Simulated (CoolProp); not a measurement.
C2F6 (R116) at 293.15 K and 0.213 MPa is throttled through a valve to 0.042 MPa with no heat exchange. Each further row changes one setting.

Model: reference Helmholtz-energy equation of state, Lemmon 2006, in CoolProp. It is a short technical equation, of lower accuracy than the large ones.

```
case                        temperature change (K)  final density (kg/m³)
--------------------------  ----------------------  ---------------------
as stated                                      ___                   2.40
outlet pressure 0.0126 MPa                    -1.8                  0.719
outlet pressure 0.0546 MPa                     ___                    ___
```

Some entries are withheld; supply them.


- as stated, temperature change (K): -1.5
- outlet pressure 0.0546 MPa, temperature change (K): -1.4
- outlet pressure 0.0546 MPa, final density (kg/m³): 3.13
